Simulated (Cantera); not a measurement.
An adiabatic, constant-volume homogeneous reactor starts with H2 : O2 : N2 = 1 : 1.43 : 5.37 (molar parts), equivalence ratio 0.35, at 1175 K and 7500 Torr.

Model: the H2/O2 subset of GRI-Mech 3.0, which has no nitrogen chemistry, integrated in Cantera. The hydrogen kinetics of GRI-Mech 3.0 are dated; newer H2 mechanisms differ, most at raised pressure.

Question: Predict: time of steepest temperature rise; temperature at 9.00 s; equilibrium temperature; x(H2) at 9.00 s; x(O2) at 9.00 s; x(O) at 9.00 s; x(H2O) at 9.00 s; x(HO2) at 9.00 s.

Answer: 
| Item | Value |
|---|---|
| time of steepest temperature rise | 0.187 ms |
| temperature at 9.00 s | 2297 K |
| equilibrium temperature | 2297 K |
| x(H2) at 9.00 s | 0.000182 (gas-phase equilibrium 0.000182) |
| x(O2) at 9.00 s | 0.126 (gas-phase equilibrium 0.126) |
| x(O) at 9.00 s | 0.000408 (gas-phase equilibrium 0.000408) |
| x(H2O) at 9.00 s | 0.135 (gas-phase equilibrium 0.135) |
| x(HO2) at 9.00 s | 1.32e-5 (gas-phase equilibrium 1.32e-5) |
